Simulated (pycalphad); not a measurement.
Computed with pycalphad from the COST 507 light-alloy database (1999), at 1 atm. No gas phase is included, though pure Al would boil below 2850 K. The data set is of 1999 and partly superseded. The system is extrapolated from its subsystems; higher-order compounds may be missing. Kinetics are ignored, which matters at the lower temperatures.

Molar enthalpy of Ti-5.58Al-0.69C (at.%) in equilibrium (SER reference):

| T (K) | H (kJ/mol) | phases |
|---|---|---|
| 2850 | 105.08 | liquid |
| 2730 | 99.64 | liquid |
| 2610 | 94.20 | liquid |
| 2490 | 88.75 | liquid |
| 2370 | 83.31 | liquid |
| 2250 | 77.87 | liquid |
| 2130 | 72.43 | liquid |
| 2010 | 66.99 | liquid |
| 1970 | 65.18 | liquid |
| 1930 | 48.29 | bcc |
| 1890 | 46.81 | bcc |
| 1770 | 42.52 | bcc |
| 1650 | 38.42 | bcc |
| 1530 | 34.49 | bcc |
| 1410 | 30.50 | bcc + fcc |
| 1290 | 26.67 | bcc + fcc |
| 1170 | 18.74 | hcp + fcc |
| 1050 | 14.66 | hcp + fcc |
| 930 | 10.71 | hcp + fcc |
| 810 | 6.91 | hcp + fcc |
| 690 | 3.25 | hcp + fcc |
| 570 | -0.26 | hcp + fcc |

Cooling from 1970 K to 1930 K, across the freezing range, releases 16.9 kJ/mol, or 364 J/g. The slope is 45 J/(mol K) in the liquid and 37 J/(mol K) just below the solidus, where it includes any heat of precipitation. Liquidus 1958 K, solidus 1953 K. Changes were sought between steps of 40 K, so a narrower field can be missed.

The fcc model also describes the rock-salt carbide or nitride (TiC, TiN, HfC).
